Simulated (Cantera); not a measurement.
A Cantera script and what it prints.

```python
import numpy as np
import cantera as ct

gas_names = [...]  # 151 gases of nasa_gas.yaml made of C, H, N, O, Si
cond_names = """
    C(gr) C6H6(L) C7H8(L) C8H18(L),n-octa H2O(s) H2O(L) Si(cr) Si(L) SiC(b) SiO2(Lqz) SiO2(hqz) SiO2(L)
    Si2N2O(s) Si3N4(a)
""".split()


# ... load() reads the species with a 1 bar reference pressure and builds the phases ...
atoms = {
    'HMDSO': {'Si': 2, 'C': 6, 'H': 18, 'O': 1},
    'N2O': {'N': 2, 'O': 1},
    'N2': {'N': 2},
}
top_T = {'C(gr)': 4500, 'SiC(b)': 3050, 'Si2N2O(s)': 2100, 'Si3N4(a)': 2400}  # K; cautious upper limits of use, not melting points


# ... equilibrate(T, P, feed) seeds the gas with the atoms and calls Mixture.equilibrate('TP', solver="vcs", rtol=1e-11, max_steps=5000) ...
results = []
feed = {'HMDSO': 1, 'N2O': 1.7, 'N2': 84}  # mol
P = 1333.22  # Pa
for T in [700, 775, 850, 925, 1000, 1075, 1150, 1225, 1300, 1375, 1450, 1525, 1600, 1675]:
    mix = equilibrate(T, P, feed)
    results.append((T, P, feed, dict(zip(mix.species_names, mix.species_moles))))
    x = sorted(zip(gas.X, gas.species_names), reverse=True)
    print(f"T = {T:g} K  P = {P:g} Pa  gas = {mix.phase_moles(0):.4g} mol")
    print("   x: " + "  ".join(f"{s} {v:.3e}" for v, s in x if v > 0.0001))
    print("   condensed (mol): " + ("  ".join(f"{mix.phase(i).name} {mix.phase_moles(i):.4g}"
          for i in range(1, mix.n_phases) if mix.phase_moles(i) > 1e-12) or "none"))
```

Output:

```
T = 700 K  P = 1333.22 Pa  gas = 94.17 mol
   x: N2 9.054e-01  H2 9.358e-02  CH4 9.930e-04
   condensed (mol): C(gr) 5.906  SiO2(Lqz) 1.133  Si2N2O(s) 0.4334
T = 775 K  P = 1333.22 Pa  gas = 94.24 mol
   x: N2 9.047e-01  H2 9.500e-02  CH4 2.461e-04
   condensed (mol): C(gr) 5.976  SiO2(Lqz) 1.132  Si2N2O(s) 0.4338
T = 850 K  P = 1333.22 Pa  gas = 94.27 mol
   x: N2 9.045e-01  H2 9.532e-02  CO 1.479e-04
   condensed (mol): C(gr) 5.979  SiO2(hqz) 1.124  Si2N2O(s) 0.438
T = 925 K  P = 1333.22 Pa  gas = 94.34 mol
   x: N2 9.035e-01  H2 9.535e-02  CO 1.146e-03
   condensed (mol): C(gr) 5.889  SiO2(hqz) 1.061  Si2N2O(s) 0.4695
T = 1000 K  P = 1333.22 Pa  gas = 94.68 mol
   x: N2 8.985e-01  H2 9.503e-02  CO 6.498e-03
   condensed (mol): C(gr) 5.384  SiO2(hqz) 0.723  Si2N2O(s) 0.6385
T = 1075 K  P = 1333.22 Pa  gas = 95.4 mol
   x: N2 8.878e-01  H2 9.432e-02  CO 1.782e-02
   condensed (mol): C(gr) 4.299  Si2N2O(s) 1
T = 1150 K  P = 1333.22 Pa  gas = 95.4 mol
   x: N2 8.878e-01  H2 9.433e-02  CO 1.782e-02
   condensed (mol): C(gr) 4.299  Si2N2O(s) 1
T = 1225 K  P = 1333.22 Pa  gas = 95.4 mol
   x: N2 8.878e-01  H2 9.432e-02  CO 1.782e-02
   condensed (mol): C(gr) 4.297  Si2N2O(s) 1
T = 1300 K  P = 1333.22 Pa  gas = 95.4 mol
   x: N2 8.878e-01  H2 9.431e-02  CO 1.782e-02
   condensed (mol): C(gr) 4.294  Si2N2O(s) 1
T = 1375 K  P = 1333.22 Pa  gas = 95.4 mol
   x: N2 8.878e-01  H2 9.427e-02  CO 1.782e-02  HCN 1.168e-04
   condensed (mol): C(gr) 4.289  Si2N2O(s) 0.9999
T = 1450 K  P = 1333.22 Pa  gas = 95.4 mol
   x: N2 8.877e-01  H2 9.422e-02  CO 1.781e-02  HCN 2.123e-04
   condensed (mol): C(gr) 4.28  Si2N2O(s) 0.9995
T = 1525 K  P = 1333.22 Pa  gas = 97.4 mol
   x: N2 8.797e-01  H2 9.218e-02  CO 2.766e-02  HCN 3.581e-04
   condensed (mol): C(gr) 1.276  SiC(b) 1.994
T = 1600 K  P = 1333.22 Pa  gas = 97.41 mol
   x: N2 8.795e-01  H2 9.202e-02  CO 2.764e-02  HCN 5.823e-04  H 1.428e-04
   condensed (mol): C(gr) 1.257  SiC(b) 1.992
T = 1675 K  P = 1333.22 Pa  gas = 97.41 mol
   x: N2 8.793e-01  H2 9.176e-02  CO 2.761e-02  HCN 9.056e-04  H 3.046e-04  SiO 1.041e-04
   condensed (mol): C(gr) 1.229  SiC(b) 1.99
```

These are equilibrium values from Cantera (NASA tables, ideal gas, pure condensed phases), not measurements of a reactor. The feed counts by its element totals alone.
